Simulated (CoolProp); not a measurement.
Vapour-liquid equilibrium of propylene (1) + 1-butene (2) at 5.24 bar; x and y are mole fractions of (1).

Computed with CoolProp (multi-fluid Helmholtz-energy mixture model, Lemmon 2013 and Lemmon 2005; pair parameters Bell 2016).

**Question.** Give the bubble temperature and the first vapour's composition at x = 0.35, 0.65, 0.8. Is there an azeotrope?

**Answer.** x = 0.35: 294.6 K, y = 0.641; x = 0.65: 281.0 K, y = 0.870; x = 0.8: 275.6 K, y = 0.937. No azeotrope shows between x = 0.05 and 0.95.

Pair parameters are fitted to limited data, so mixtures are less certain than the pure fluids.
